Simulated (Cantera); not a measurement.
Charge: 1 mol Fe, 0.039 mol SO2, 12 mol H2, at 200000 Pa.

Method: chemical equilibrium by Gibbs-energy minimisation in Cantera with the NASA 1993 tables (ideal gas, pure condensed phases). Candidate condensed phases: Fe, FeO, Fe(OH)2, Fe(OH)3, FeS, FeSO4, FeS2, Fe2O3, Fe2(SO4)3, Fe3O4, H2O, H2SO4, S; 22 gas species. Mutual solubility and eutectic melting of coexisting phases are not modelled. FeS: taken at fixed stoichiometry. Equilibrium is a limit: real reactors are often held back by kinetics, nucleation or transport.

### Question
Which condensed phases are stable at each of these points (T (K)): 925, 1000, 1075, 1150, 1225, 1300, 1375, 1450, 1525, 1600, 1675, 1750, 1825, 1900?

### Answer
```csv
T (K),condensed phases,Fe condensed (%)
925,Fe(α) + FeS(s),100.0
1000,Fe(α) + FeS(s),100.0
1075,Fe(α) + FeS(s),100.0
1150,Fe(α) + FeS(s),100.0
1225,Fe(γ),100.0
1300,Fe(γ),100.0
1375,Fe(γ),100.0
1450,Fe(γ),100.0
1525,Fe(γ),100.0
1600,Fe(γ),100.0
1675,Fe(δ),100.0
1750,Fe(δ),100.0
1825,Fe(l),100.0
1900,Fe(l),99.9
```

From 925 K to 1150 K the condensed part is Fe(α) + FeS(s). From 1225 K to 1600 K the condensed part is Fe(γ). From 1675 K to 1750 K the condensed part is Fe(δ). From 1825 K to 1900 K the condensed part is Fe(l).
